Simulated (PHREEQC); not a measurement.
Make-up at 25 °C: 0.0016 mol/kgw H2SO4, 0.096 mol/kgw AlCl3 and 0.0011 mol/kgw KCl. Closed to the air; pH follows from the charge balance.

All values are PHREEQC results (ion-association model, phreeqc.dat), not measurements.

This is a speciation only: nothing precipitates in the calculation.

Problem. Order these S species by the share of S that they hold, largest first: HSO4-, Al(SO4)2-, SO4-2, AlSO4+.

Solution. AlSO4+ (87 %), SO4-2 (12 %), HSO4- (0.76 %), Al(SO4)2- (0.20 %)

The pH is 2.60 and the ionic strength 0.573 mol/kgw. Species that the database lacks are ignored.
